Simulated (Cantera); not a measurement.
## Premixed flame

A freely propagating, adiabatic, planar premixed flame of CO : H2 : O2 : N2 : H2O = 1 : 0.38 : 0.531 : 2 : 0.13 (molar parts), unburnt at 650 K and 90.0 Torr; multicomponent transport, grid criteria slope 0.08 and curve 0.16, no radiation.

Cantera simulation using GRI-Mech 3.0 (53 species, 325 reactions); the numbers are that mechanism's predictions, not measurements. Burning velocities carry a grid error of a few per cent, more on coarse grids.

```
z (mm)  T (K)  u (m/s)   x CO    x H2    x O2   x H2O2     x NO      x H
------  -----  -------  -----  ------  ------  -------  -------  -------
-31.5     650     3.98  0.247  0.0940   0.131    <1e-8    <1e-8    <1e-8
-21.0     650     3.98  0.247  0.0940   0.131    <1e-8    <1e-8    <1e-8
-15.7     650     3.98  0.247  0.0940   0.131    <1e-8    <1e-8    <1e-8
-10.5     650     3.98  0.247  0.0940   0.131    <1e-8    <1e-8  1.30e-8
-5.24     651     3.99  0.247  0.0938   0.131  2.49e-7    <1e-8  5.26e-5
-2.62     717     4.38  0.246  0.0877   0.129  6.58e-7    <1e-8  0.00261
0        1070     6.45  0.219  0.0381  0.0950  4.27e-7  3.13e-7   0.0329
2.62     1377     8.15  0.154  0.0164  0.0470  3.35e-7  3.47e-6   0.0585
5.24     1516     8.83  0.123  0.0198  0.0345  2.36e-7  7.98e-6   0.0611
10.5     1642     9.47  0.118  0.0212  0.0306  1.57e-7  1.56e-5   0.0514
21.0     1778     10.1  0.122  0.0206  0.0289  9.32e-8  2.64e-5   0.0380
42.0     1924     10.8  0.123  0.0193  0.0262  5.16e-8  4.23e-5   0.0262
83.9     2071     11.5  0.120  0.0173  0.0224  2.97e-8  7.67e-5   0.0171
```
x: mole fraction of selected species; z is measured from the peak of heat release.

```
Item                         Value
------------------------  --------
laminar burning velocity  398 cm/s
thermal thickness          10.5 mm
peak x(H2O2)               7.64e-7
peak x(H)                   0.0616
grid points                    162
```
